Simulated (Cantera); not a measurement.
Cantera run:

```python
import numpy as np
import cantera as ct

gas_names = """
    H H2 N NH NH2 NH3 N2 N2H2 N2H4 V VN
""".split()
cond_names = """
    V(cr) V(L) VN(s)
""".split()


# ... load() reads the species with a 1 bar reference pressure and builds the phases ...
atoms = {
    'V': {'V': 1},
    'NH3': {'N': 1, 'H': 3},
    'H2': {'H': 2},
}
top_T = {'VN(s)': 2300}  # K; cautious upper limits of use, not melting points


# ... equilibrate(T, P, feed) seeds the gas with the atoms and calls Mixture.equilibrate('TP', solver="vcs", rtol=1e-11, max_steps=5000) ...
results = []
feed = {'V': 1, 'NH3': 8.3, 'H2': 5.1}  # mol
T = 1575  # K
for P in [0.1, 1, 10, 100, 1000, 10000, 100000, 1000000]:
    mix = equilibrate(T, P, feed)
    results.append((T, P, feed, dict(zip(mix.species_names, mix.species_moles))))
    x = sorted(zip(gas.X, gas.species_names), reverse=True)
    print(f"T = {T:g} K  P = {P:g} Pa  gas = {mix.phase_moles(0):.4g} mol")
    print("   x: " + "  ".join(f"{s} {v:.3e}" for v, s in x if v > 1e-06))
    print("   condensed (mol): " + ("  ".join(f"{mix.phase(i).name} {mix.phase_moles(i):.4g}"
          for i in range(1, mix.n_phases) if mix.phase_moles(i) > 1e-12) or "none"))
```

Result:

```
T = 1575 K  P = 0.1 Pa  gas = 22.12 mol
   x: H2 7.752e-01  N2 1.876e-01  H 3.659e-02  V 6.211e-04
   condensed (mol): V(cr) 0.9863
T = 1575 K  P = 1 Pa  gas = 21.83 mol
   x: H2 7.981e-01  N2 1.901e-01  H 1.174e-02  V 6.211e-05
   condensed (mol): V(cr) 0.9986
T = 1575 K  P = 10 Pa  gas = 21.24 mol
   x: H2 8.244e-01  N2 1.718e-01  H 3.773e-03  V 2.265e-06
   condensed (mol): VN(s) 1
T = 1575 K  P = 100 Pa  gas = 21.21 mol
   x: H2 8.267e-01  N2 1.721e-01  H 1.195e-03
   condensed (mol): VN(s) 1
T = 1575 K  P = 1000 Pa  gas = 21.2 mol
   x: H2 8.275e-01  N2 1.721e-01  H 3.780e-04
   condensed (mol): VN(s) 1
T = 1575 K  P = 10000 Pa  gas = 21.2 mol
   x: H2 8.277e-01  N2 1.722e-01  H 1.196e-04  NH3 1.560e-06
   condensed (mol): VN(s) 1
T = 1575 K  P = 100000 Pa  gas = 21.2 mol
   x: H2 8.278e-01  N2 1.722e-01  H 3.781e-05  NH3 1.561e-05
   condensed (mol): VN(s) 1
T = 1575 K  P = 1e+06 Pa  gas = 21.2 mol
   x: H2 8.277e-01  N2 1.721e-01  NH3 1.560e-04  H 1.196e-05
   condensed (mol): VN(s) 1
```

Method: chemical equilibrium by Gibbs-energy minimisation in Cantera with the NASA 1993 tables (ideal gas, pure condensed phases). VN: taken at fixed stoichiometry. Condensed phases not in the tables: V2N, N, O or C dissolved in the metal.
